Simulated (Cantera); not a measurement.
TEOS + H₂O (silicon oxide and oxynitride deposition)

Feed: 1 mol TEOS, 3 mol H₂O, held at 10.0 Torr.

Method: chemical equilibrium by Gibbs-energy minimisation in Cantera with the NASA 1993 tables (ideal gas, pure condensed phases). Candidate condensed phases: C, C₆H₆, C₇H₈, C₈H₁₈, H₂O, Si, SiC, SiO₂; 123 gas species. The feed counts by its element totals alone. The tables hold silica as quartz up to 1696 K and as liquid above; real silica turns to tridymite and cristobalite and melts near 1996 K. Equilibrium is a limit: real reactors are often held back by kinetics, nucleation or transport.

```
T (K)  log p H₂  log p CO  log p H₂O  log p CH₄  log p CO₂  log p H  log p SiO  log p C₂H₂ (acetylene)  n C(graphite)  n SiO₂(α-quartz)  n SiO₂(β-quartz)  n SiC(s)
-----  --------  --------  ---------  ---------  ---------  -------  ---------  ----------------------  -------------  ----------------  ----------------  --------
648       -2.12     -3.82      -2.51      -2.81      -3.00     <-13       <-13                    <-13           5.45              1.00                 0         0
748       -2.02     -2.90      -2.93      -3.51      -3.01   -13.55       <-13                    <-13           5.10              1.00                 0         0
848       -2.02     -2.50      -3.65      -4.22      -3.64   -11.73       <-13                  -13.07           3.51                 0              1.00         0
948       -2.02     -2.44      -4.47      -4.80      -4.63   -10.29       <-13                  -11.60           3.06                 0              1.00         0
1048      -2.02     -2.43      -5.18      -5.27      -5.52    -9.12     -13.81                  -10.42           3.01                 0              1.00         0
1148      -2.02     -2.43      -5.77      -5.66      -6.25    -8.15     -10.84                   -9.45           3.00                 0              1.00         0
1248      -2.02     -2.43      -6.26      -5.99      -6.87    -7.34      -8.35                   -8.63           3.00                 0             1.000         0
1348      -2.02     -2.43      -6.68      -6.27      -7.39    -6.64      -6.23                   -7.94           3.00                 0             0.999         0
1448      -2.06     -2.33      -6.99      -6.60      -7.63    -6.07      -5.14                   -7.39         0.0215                 0                 0     0.989
1548      -2.06     -2.33      -7.31      -6.81      -8.02    -5.54      -4.96                   -6.87         0.0327                 0                 0     0.983
1648      -2.06     -2.33      -7.58      -7.00      -8.36    -5.08      -4.80                   -6.41         0.0467                 0                 0     0.976
1748      -2.06     -2.33      -7.83      -7.16      -8.65    -4.67      -4.66                   -6.01         0.0634                 0                 0     0.967
1848      -2.06     -2.33      -8.04      -7.31      -8.92    -4.31      -4.53                   -5.65         0.0820                 0                 0     0.955
```
log p: log10 of the partial pressure in bar; n: condensed amount in mol.

From 648 K to 748 K the condensed part is C(graphite) + SiO₂(α-quartz). From 848 K to 1348 K the condensed part is C(graphite) + SiO₂(β-quartz). From 1448 K to 1848 K the condensed part is C(graphite) + SiC(s).
